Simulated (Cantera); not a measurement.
**Equilibrium for boron, boron nitride and boron oxide: BCl3 + N2**

Charge: 1 mol BCl3, 0.75 mol N2, equilibrated at 1348.15 K.

Cantera equilibrium calculation (NASA polynomials, part measured and part estimated; ideal gas, pure solids and liquids). Candidate condensed phases: B, BN; 10 gas species. N2 is the only nitrogen source here; it is nearly inert below about 1500 K, so the nitride shown seldom forms there in practice. The tables' values for BCl2, BCl are old estimates; treat these amounts as uncertain. Equilibrium is a limit: real reactors are often held back by kinetics, nucleation or transport.

```
P (Pa)  x BCl3   x N2      x Cl    x BCl2    x BCl    x Cl2   n BN(s)
------  ------  -----  --------  --------  -------  -------  --------
10       0.569  0.427   0.00325  0.000705  5.75e-5  2.99e-6   0.00142
32       0.570  0.428   0.00182  0.000394  1.80e-5  3.00e-6  0.000814
100      0.571  0.428   0.00103  0.000223  5.75e-6  3.00e-6  0.000467
320      0.571  0.428  0.000575  0.000125  1.80e-6  3.00e-6  0.000264
1000     0.571  0.428  0.000325   7.06e-5  5.75e-7  3.00e-6  0.000151
3200     0.571  0.428  0.000182   3.95e-5  1.80e-7  3.00e-6         0
10000    0.571  0.429  0.000103   2.23e-5  5.75e-8  3.01e-6         0
32000    0.571  0.429   5.75e-5   1.25e-5  1.80e-8  3.01e-6         0
100000   0.571  0.429   3.25e-5   7.06e-6  5.75e-9  3.01e-6         0
```
x: gas mole fraction; n: condensed amount in mol.

From 0.0750 Torr to 7.50 Torr the condensed part is BN(s). From 24.0 Torr to 750 Torr nothing is condensed. The main B-bearing gas is BCl3 throughout.
